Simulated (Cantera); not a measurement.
Feed: 1 mol Si, 1.2 mol CO2, 530 mol H2, held at 1223 K and 1330 Pa.

Method: chemical equilibrium by Gibbs-energy minimisation in Cantera with the NASA 1993 tables (ideal gas, pure condensed phases). Candidate condensed phases: C, C6H6, C7H8, C8H18, H2O, Si, SiC, SiO2; 123 gas species. Mutual solubility and eutectic melting of coexisting phases are not modelled. The tables hold silica as quartz up to 1696 K and as liquid above; real silica turns to tridymite and cristobalite and melts near 1996 K. Equilibrium is a limit: real reactors are often held back by kinetics, nucleation or transport.

Base state: H2 0.998, CO 0.00171, CH4 6.79e-5 (mole fractions); condensed: SiC(s) + SiO2(β-quartz).

Task: What changes in the equilibrium state with this change: CO2 from 1.2 to 0.16 mol?

Result: 
```csv
species,before,after
H2,0.998,1.000
SiO,5.47e-6,7.70e-5
CO,0.00171,6.14e-7
CH4,6.79e-5,3.44e-7
"SiC(s), mol",0.254,0.159
"SiO2(β-quartz), mol",0.743,0.139
"Si(s), mol",0,0.660
```
